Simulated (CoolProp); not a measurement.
The fluid at 293.15 K and 5.57 MPa (stagnation) flows isentropically through a choked orifice. The same conditions are run with several fluids, on thermodynamics alone (safety and materials aside).

Model: reference Helmholtz-energy equation of state of each fluid (methane: Setzmann 1991; oxygen: Schmidt 1985; carbon monoxide: Lemmon 2006; C2F6 (R116): Lemmon 2006; normal hydrogen: Leachman 2009), in CoolProp.

| fluid | throat to inlet pressure ratio | mass flux (kg/(m² s)) | throat temperature (K) |
|---|---|---|---|
| methane | (withheld) | 10200 | 249.9 |
| oxygen | (withheld) | (withheld) | 242.3 |
| carbon monoxide | 0.519 | 13300 | (withheld) |
| C2F6 (R116) | (withheld) | 74600 | 285.7 |
| normal hydrogen | 0.519 | 3460 | 242.1 |

Some entries are withheld; supply them.


- methane, throat to inlet pressure ratio: 0.540
- oxygen, throat to inlet pressure ratio: 0.523
- oxygen, mass flux (kg/(m² s)): 14200
- carbon monoxide, throat temperature (K): 241.6
- C2F6 (R116), throat to inlet pressure ratio: 0.457
